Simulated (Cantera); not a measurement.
**Thermodynamics of hydrogen reduction and annealing atmospheres, feed SiO2 + H2 + H2O**

Charge: 1 mol SiO2, a varied amount of H2, 0.038 mol H2O, held at 2123 K and 13.3 mbar.

Cantera equilibrium calculation (NASA polynomials, part measured and part estimated; ideal gas, pure solids and liquids). Candidate condensed phases: H2O, Si, SiO2; 18 gas species. Equilibrium is a limit: real reactors are often held back by kinetics, nucleation or transport.

| n(H2) (mol) | log p H2 | log p H | log p H2O | log p SiO | log p OH | log p O | log p SiO2 |
|---|---|---|---|---|---|---|---|
| 130 | -1.90 | -3.39 | -3.98 | -4.00 | -6.39 | -8.04 | -8.46 |
| 180 | -1.89 | -3.39 | -4.13 | -4.14 | -6.53 | -8.18 | -8.74 |
| 250 | -1.89 | -3.39 | -4.27 | -4.28 | -6.67 | -8.32 | -9.02 |
| 340 | -1.89 | -3.39 | -4.40 | -4.41 | -6.81 | -8.46 | -9.29 |
| 470 | -1.89 | -3.39 | -4.54 | -4.55 | -6.95 | -8.60 | -9.57 |
| 650 | -1.89 | -3.39 | -4.68 | -4.70 | -7.09 | -8.74 | -9.85 |
| 890 | -1.89 | -3.39 | -4.82 | -4.83 | -7.23 | -8.88 | -10.13 |
| 1200 | -1.89 | -3.39 | -4.95 | -4.96 | -7.36 | -9.00 | -10.39 |
| 1700 | -1.89 | -3.39 | -5.10 | -5.11 | -7.51 | -9.16 | -10.69 |
| 2300 | -1.89 | -3.39 | -5.23 | -5.24 | -7.64 | -9.29 | -10.95 |
log p: log10 of the partial pressure in bar; nothing condenses.

From 130 mol H2 to 2300 mol H2 nothing is condensed. The main Si-bearing gas is SiO throughout.
